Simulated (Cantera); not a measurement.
# Ignition delay

Mixture: 10.5 % CH4, 1.89 % C2H6, 17.3 % O2, 65.1 % N2, 5.26 % H2O, equivalence ratio 1.6, at 4800 Torr, adiabatic and at constant pressure. Ignition delay is the time to a rise of 400 K.

Computed with Cantera and GRI-Mech 3.0 (53 species, 325 reactions).

```
T0 (K)  delay (ms)
------  ----------
1225         0.731
1300         0.330
1375         0.169
1450        0.0924
1525        0.0522
1600        0.0303
1675        0.0181
```

| Property | Value |
|---|---|
| apparent activation energy between 1525 and 1675 K | 150 kJ/mol |
